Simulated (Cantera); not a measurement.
# Adiabatic ignition

An adiabatic, constant-pressure homogeneous reactor starts with CH3OH : O2 : N2 = 1 : 0.882 : 6.1 (molar parts), equivalence ratio 1.7, at 1575 K and 1.00 atm.

Cantera simulation using GRI-Mech 3.0 (53 species, 325 reactions); the numbers are that mechanism's predictions, not measurements. GRI-Mech 3.0 was tuned for natural gas; its chemistry of methanol as a main component is partial and can be far from experiment.

```csv
t (s),T (K),x CH3OH,x O2,x CO2,x HCO,x NO,x CH2O,x HO2
3.00e-6,1575,0.125,0.110,3.84e-6,3.44e-9,<1e-12,7.21e-5,4.48e-5
9.49e-6,1575,0.125,0.110,1.25e-5,2.30e-8,1.35e-12,0.000291,0.000164
3.00e-5,1576,0.123,0.109,4.01e-5,3.37e-7,7.44e-12,0.00171,0.000540
9.49e-5,1647,0.0846,0.0903,0.000358,5.97e-5,2.27e-10,0.0254,0.00247
0.000300,2309,<1e-12,0.00212,0.0328,2.06e-7,4.31e-5,1.29e-9,7.66e-7
0.000949,2454,<1e-12,0.000455,0.0331,8.91e-8,0.000115,1.65e-9,2.02e-7
0.00300,2483,<1e-12,0.000219,0.0331,6.41e-8,0.000206,1.80e-9,1.00e-7
0.00949,2483,<1e-12,0.000211,0.0330,6.34e-8,0.000397,1.81e-9,9.64e-8
0.0300,2481,<1e-12,0.000207,0.0330,6.33e-8,0.000614,1.82e-9,9.47e-8
0.0949,2481,<1e-12,0.000206,0.0330,6.33e-8,0.000643,1.82e-9,9.44e-8
0.300,2481,<1e-12,0.000206,0.0330,6.33e-8,0.000643,1.82e-9,9.44e-8
```
x: mole fraction; the columns are a selection and need not sum to one.

time of steepest temperature rise: 0.123 ms
temperature at 0.300 s: 2481 K
equilibrium temperature: 2481 K
x(CH3OH) at 0.300 s: <1e-12 (gas-phase equilibrium <1e-12)
x(O2) at 0.300 s: 0.000206 (gas-phase equilibrium 0.000206)
x(CO2) at 0.300 s: 0.0330 (gas-phase equilibrium 0.0330)
